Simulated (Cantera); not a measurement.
**Equilibrium for silicon oxide and oxynitride deposition: TEOS + CO2 + H2**

A closed system holds: 1 mol TEOS, 19 mol CO2, 58 mol H2, held at 285 Torr.

Method: chemical equilibrium by Gibbs-energy minimisation in Cantera with the NASA 1993 tables (ideal gas, pure condensed phases). Candidate condensed phases: C, C6H6, C7H8, C8H18, H2O, Si, SiC, SiO2; 123 gas species. The feed counts by its element totals alone. The tables hold silica as quartz up to 1696 K and as liquid above; real silica turns to tridymite and cristobalite and melts near 1996 K. Gases not in the tables: Si(OH)4. The numbers say what is thermodynamically allowed, not how fast it happens.

```json
[
 {"T (K)": "1600", "x H2": "0.597", "x CO": "0.266", "x H2O": "0.119", "x CO2": "0.0177", "n SiO2(β-quartz)": "1.000", "n SiO2(condensed)": "0"},
 {"T (K)": "1650", "x H2": "0.596", "x CO": "0.267", "x H2O": "0.120", "x CO2": "0.0168", "n SiO2(β-quartz)": "1.000", "n SiO2(condensed)": "0"},
 {"T (K)": "1700", "x H2": "0.595", "x CO": "0.268", "x H2O": "0.121", "x CO2": "0.0160", "n SiO2(β-quartz)": "0", "n SiO2(condensed)": "1.000"},
 {"T (K)": "1750", "x H2": "0.594", "x CO": "0.269", "x H2O": "0.122", "x CO2": "0.0152", "n SiO2(β-quartz)": "0", "n SiO2(condensed)": "0.999"},
 {"T (K)": "1800", "x H2": "0.593", "x CO": "0.270", "x H2O": "0.122", "x CO2": "0.0145", "n SiO2(β-quartz)": "0", "n SiO2(condensed)": "0.997"},
 {"T (K)": "1850", "x H2": "0.592", "x CO": "0.270", "x H2O": "0.123", "x CO2": "0.0140", "n SiO2(β-quartz)": "0", "n SiO2(condensed)": "0.993"},
 {"T (K)": "1900", "x H2": "0.591", "x CO": "0.271", "x H2O": "0.123", "x CO2": "0.0134", "n SiO2(β-quartz)": "0", "n SiO2(condensed)": "0.983"}
]
```
x: gas mole fraction; n: condensed amount in mol.

From 1600 K to 1650 K the condensed part is SiO2(β-quartz). From 1700 K to 1900 K the condensed part is SiO2(condensed).
